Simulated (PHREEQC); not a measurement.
# Silver or lead bath

Dissolve 0.21 mol/kgw AgNO3 and 0.00019 mol/kgw Zn(NO3)2 at 64 °C. Closed to the air; pH follows from the charge balance.

Computed with PHREEQC (ion-association model, wateq4f.dat).

This is a speciation only: nothing precipitates in the calculation.

Problem. What pH does the model give?

Solution. pH 5.97.

Problem. In which forms is Ag present?

Solution. Ag+ 95 %, AgNO3 4.6 % of the Ag.

Complexes and solids missing from the database can't appear. Constants without temperature data keep their 25 °C values here.
